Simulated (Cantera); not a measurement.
## Hydrocarbon pyrolysis for carbon deposition

A perfectly stirred reactor is fed with C2H6 : N2 = 1 : 77 (molar parts), at 0.170 bar; it is held at 1448 K, and followed from long to short residence time.

Model: GRI-Mech 3.0 (53 species, 325 reactions), integrated in Cantera. GRI-Mech 3.0 stops at C3 and has no aromatics, soot or wall deposition, so with more carbon than oxygen in the feed, carbon stays in small species such as C2H2 where larger ones or solid carbon would form.

| τ (s) | x C2H6 | x CH2 | x C2H | x CH4 | x C2H2 |
|---|---|---|---|---|---|
| 7.0 | 1.11e-5 | 8.38e-9 | 7.35e-9 | 0.00238 | 0.0112 |
| 2.3 | 2.50e-5 | 1.77e-8 | 1.06e-8 | 0.00243 | 0.0111 |
| 0.74 | 5.73e-5 | 3.74e-8 | 1.50e-8 | 0.00252 | 0.0109 |
| 0.24 | 0.000134 | 7.68e-8 | 2.01e-8 | 0.00269 | 0.0104 |
| 0.079 | 0.000320 | 1.52e-7 | 2.50e-8 | 0.00289 | 0.00942 |
| 0.026 | 0.000792 | 2.89e-7 | 2.75e-8 | 0.00298 | 0.00758 |
| 0.0084 | 0.00203 | 5.15e-7 | 2.37e-8 | 0.00262 | 0.00467 |
| 0.0027 | 0.00489 | 7.57e-7 | 1.29e-8 | 0.00161 | 0.00168 |
| 0.00089 | 0.00881 | 7.78e-7 | 3.89e-9 | 0.000595 | 0.000283 |
| 0.00029 | 0.0116 | 4.67e-7 | 5.23e-10 | 0.000133 | 1.78e-5 |
x: mole fraction; the columns are a selection and need not sum to one.
